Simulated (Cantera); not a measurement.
Input: 1 mol Si, a varied amount of H2O, 150 mol N2, held at 1800 K and 1330 Pa.

Equilibrium computed with Cantera from the NASA thermochemical tables; the gas is ideal and each condensed phase is pure. Candidate condensed phases: H2O, Si, SiO2, Si2N2O, Si3N4; 35 gas species. The tables hold silica as quartz up to 1696 K and as liquid above; real silica turns to tridymite and cristobalite and melts near 1996 K. The numbers say what is thermodynamically allowed, not how fast it happens.

log p: log10 of the partial pressure in bar; n: condensed amount in mol.

```csv
n(H2O) (mol),log p N2,log p H2O,log p H2,log p SiO,log p H,log p Si,log p OH,n Si3N4(s),n SiO2(condensed)
0.0017,-1.88,<-13,-7.02,…,-6.96,-5.62,<-13,0.322,0
0.0064,-1.88,<-13,-6.35,…,-6.62,-5.62,<-13,0.321,0
0.024,-1.88,<-13,-5.72,…,-6.31,-5.62,<-13,0.315,0
0.09,-1.88,-13.01,-5.12,…,-6.01,-5.62,<-13,0.293,0
0.33,-1.88,-11.87,-4.55,…,-5.72,-5.62,<-13,0.212,0
1.3,-1.88,-5.44,-3.96,…,-5.43,-11.12,-8.08,0,0.258
4.7,-1.89,-3.63,-3.77,…,-5.33,<-13,-6.37,0,0.982
```

**Question.** What belongs in the gaps?

**Answer.** 
- 0.0017, log p SiO: -6.82
- 0.0064, log p SiO: -6.24
- 0.024, log p SiO: -5.67
- 0.09, log p SiO: -5.10
- 0.33, log p SiO: -4.53
- 1.3, log p SiO: -4.19
- 4.7, log p SiO: -5.80
